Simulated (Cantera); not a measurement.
A freely propagating, adiabatic, planar premixed flame of CH₃OH : O₂ : N₂ = 1 : 1.79 : 4.64 (molar parts), equivalence ratio 0.84, unburnt at 400 K and 1580 Torr; mixture-averaged transport, grid criteria slope 0.08 and curve 0.16, no radiation.

Model: GRI-Mech 3.0 (53 species, 325 reactions), integrated in Cantera. GRI-Mech 3.0 was tuned for natural gas; its chemistry of methanol as a main component is partial and can be far from experiment. Burning velocities carry a grid error of a few per cent, more on coarse grids.

What does this change do: inlet temperature 400 to 325 K?


```
quantity                     before      after
------------------------  ---------  ---------
laminar burning velocity  71.8 cm/s  52.0 cm/s
thermal thickness          0.141 mm   0.152 mm
peak x(H₂)                   0.0253     0.0238
peak x(CO)                   0.0699     0.0674
peak x(HCO)                0.000213   0.000187
peak x(CH₂O)                 0.0107     0.0101
```
